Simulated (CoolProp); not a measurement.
Properties of hydrogen chloride along the isotherm 505.4 K (Tc = 324.7 K, pc = 8.314 MPa, ω = 0.130).

Values from CoolProp's reference Helmholtz-energy equation of state, Thol 2018.

```json
[
 {"p (MPa)": "0.131", "phase": "gas", "Z": "0.9986", "cp (kJ/(kg K))": "0.8057", "Joule-Thomson coefficient (K/MPa)": "5.532", "isothermal compressibility (1/MPa)": "7.645"},
 {"p (MPa)": "0.299", "phase": "gas", "Z": "0.9967", "cp (kJ/(kg K))": "0.8083", "Joule-Thomson coefficient (K/MPa)": "5.515", "isothermal compressibility (1/MPa)": "3.355"},
 {"p (MPa)": "0.681", "phase": "gas", "Z": "0.9925", "cp (kJ/(kg K))": "0.8141", "Joule-Thomson coefficient (K/MPa)": "5.476", "isothermal compressibility (1/MPa)": "1.479"},
 {"p (MPa)": "1.55", "phase": "gas", "Z": "0.9832", "cp (kJ/(kg K))": "0.8277", "Joule-Thomson coefficient (K/MPa)": "5.386", "isothermal compressibility (1/MPa)": "0.6560"},
 {"p (MPa)": "3.53", "phase": "gas", "Z": "0.9626", "cp (kJ/(kg K))": "0.8602", "Joule-Thomson coefficient (K/MPa)": "5.170", "isothermal compressibility (1/MPa)": "0.2938"},
 {"p (MPa)": "8.03", "phase": "gas", "Z": "0.9201", "cp (kJ/(kg K))": "0.9418", "Joule-Thomson coefficient (K/MPa)": "4.641", "isothermal compressibility (1/MPa)": "0.1340"},
 {"p (MPa)": "18.3", "phase": "supercritical", "Z": "0.8488", "cp (kJ/(kg K))": "1.154", "Joule-Thomson coefficient (K/MPa)": "3.424", "isothermal compressibility (1/MPa)": "0.06071"},
 {"p (MPa)": "41.6", "phase": "supercritical", "Z": "0.8172", "cp (kJ/(kg K))": "1.490", "Joule-Thomson coefficient (K/MPa)": "1.445", "isothermal compressibility (1/MPa)": "0.02116"}
]
```
